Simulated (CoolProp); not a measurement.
Vapour-liquid equilibrium of R125 (1) + fluoroethane (R161) (2) at 181.3 K; x and y are mole fractions of (1).

The numbers come from the multi-fluid Helmholtz-energy mixture model, Lemmon 2005 and Wu 2012; pair parameters Bell 2016 in CoolProp.

| x | bubble pressure, mixture model (MPa) | bubble pressure, Raoult's law (MPa) | y, mixture model | y, Raoult's law |
|---|---|---|---|---|
| 0.05 | 0.003525 | 0.003573 | 0.077 | 0.088 |
| 0.125 | 0.003712 | 0.003786 | 0.199 | 0.207 |
| 0.2 | 0.003947 | 0.003999 | 0.320 | 0.314 |
| 0.275 | 0.004217 | 0.004212 | 0.431 | 0.409 |
| 0.35 | 0.004504 | 0.004425 | 0.528 | 0.496 |
| 0.425 | 0.004791 | 0.004637 | 0.610 | 0.575 |
| 0.5 | 0.005065 | 0.004850 | 0.679 | 0.646 |
| 0.575 | 0.005317 | 0.005063 | 0.737 | 0.712 |
| 0.65 | 0.005543 | 0.005276 | 0.787 | 0.772 |
| 0.725 | 0.005742 | 0.005489 | 0.832 | 0.828 |
| 0.8 | 0.005917 | 0.005702 | 0.873 | 0.880 |
| 0.875 | 0.006070 | 0.005914 | 0.916 | 0.927 |
| 0.95 | 0.006199 | 0.006127 | 0.963 | 0.972 |

The largest gap from Raoult's law is +5.1 % in bubble pressure, at x = 0.65. No azeotrope shows between x = 0.05 and 0.95.

Pair parameters are fitted to limited data, so mixtures are less certain than the pure fluids. The gap from Raoult's law changes sign with composition, which may be real or a fault of the pair parameters; it wasn't checked against measurements.
